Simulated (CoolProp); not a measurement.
Properties of R141b along the isotherm 300.6 K.

Model: reference Helmholtz-energy equation of state, Lemmon 2006, in CoolProp. It is a short technical equation, of lower accuracy than the large ones.

```json
[
 {"p (MPa)": "0.175", "phase": "liquid", "density (kg/m³)": "1229", "cp (kJ/(kg K))": "1.157"},
 {"p (MPa)": "0.351", "phase": "liquid", "density (kg/m³)": "1230", "cp (kJ/(kg K))": "1.157"},
 {"p (MPa)": "0.526", "phase": "liquid", "density (kg/m³)": "1230", "cp (kJ/(kg K))": "1.156"},
 {"p (MPa)": "0.702", "phase": "liquid", "density (kg/m³)": "1230", "cp (kJ/(kg K))": "1.156"},
 {"p (MPa)": "0.877", "phase": "liquid", "density (kg/m³)": "1231", "cp (kJ/(kg K))": "1.156"},
 {"p (MPa)": "1.05", "phase": "liquid", "density (kg/m³)": "1231", "cp (kJ/(kg K))": "1.155"},
 {"p (MPa)": "1.23", "phase": "liquid", "density (kg/m³)": "1231", "cp (kJ/(kg K))": "1.155"},
 {"p (MPa)": "1.4", "phase": "liquid", "density (kg/m³)": "1232", "cp (kJ/(kg K))": "1.155"},
 {"p (MPa)": "1.58", "phase": "liquid", "density (kg/m³)": "1232", "cp (kJ/(kg K))": "1.154"},
 {"p (MPa)": "1.75", "phase": "liquid", "density (kg/m³)": "1233", "cp (kJ/(kg K))": "1.154"},
 {"p (MPa)": "1.93", "phase": "liquid", "density (kg/m³)": "1233", "cp (kJ/(kg K))": "1.153"},
 {"p (MPa)": "2.11", "phase": "liquid", "density (kg/m³)": "1233", "cp (kJ/(kg K))": "1.153"}
]
```
